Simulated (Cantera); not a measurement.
**Cu + HF + H2 (aluminium and copper etching)**

A closed system holds: 1 mol Cu, 7 mol HF, 0.93 mol H2, held at 0.730 bar.

These are equilibrium values from Cantera (NASA tables, ideal gas, pure condensed phases), not measurements of a reactor. Candidate condensed phases: Cu, CuF2; 15 gas species. Kinetics and transport are ignored.

From 823 K to 1348 K the condensed part is Cu(s). From 1423 K to 1498 K the condensed part is Cu(l).

| T (K) | log p HF | log p H2 | log p H2F2 | log p CuF | log p Cu | n Cu(s) | n Cu(l) |
|---|---|---|---|---|---|---|---|
| 823 | -0.19 | -1.07 | -4.46 | -11.82 | <-12 | 1.00 | 0 |
| 898 | -0.19 | -1.07 | -4.61 | -10.46 | <-12 | 1.00 | 0 |
| 973 | -0.19 | -1.07 | -4.74 | -9.31 | -11.29 | 1.00 | 0 |
| 1048 | -0.19 | -1.07 | -4.86 | -8.32 | -10.01 | 1.00 | 0 |
| 1123 | -0.19 | -1.07 | -4.95 | -7.47 | -8.90 | 1.00 | 0 |
| 1198 | -0.19 | -1.07 | -5.03 | -6.73 | -7.93 | 1.000 | 0 |
| 1273 | -0.19 | -1.07 | -5.11 | -6.08 | -7.08 | 1.000 | 0 |
| 1348 | -0.19 | -1.07 | -5.17 | -5.50 | -6.33 | 1.000 | 0 |
| 1423 | -0.19 | -1.07 | -5.22 | -5.00 | -5.68 | 0 | 1.000 |
| 1498 | -0.19 | -1.07 | -5.27 | -4.56 | -5.10 | 0 | 1.000 |
log p: log10 of the partial pressure in bar; n: condensed amount in mol.
